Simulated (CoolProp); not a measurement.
Properties of methane along the isotherm -121.65 °C (Tc = -82.6 °C, pc = 4.599 MPa, ω = 0.011).

Values from CoolProp's reference Helmholtz-energy equation of state, Setzmann 1991.

```
p (MPa)   phase  viscosity (µPa s)  Prandtl number
-------  ------  -----------------  --------------
0.0727      gas               5.99           0.787
0.113       gas               5.99           0.790
0.176       gas               5.98           0.794
0.275       gas               5.97           0.803
0.427       gas               5.96           0.817
0.666       gas               5.95           0.844
1.04        gas               5.96           0.917
1.61     liquid               56.5            1.79
2.51     liquid               57.4            1.76
3.91     liquid               58.9            1.74
6.09     liquid               61.1            1.71
9.48     liquid               64.4            1.67
14.8     liquid               69.1            1.64
23       liquid               75.9            1.63
```

Viscosity comes from a separate model (Quiñones-Cisneros 2006). Thermal conductivity comes from a separate model (Friend 1989).
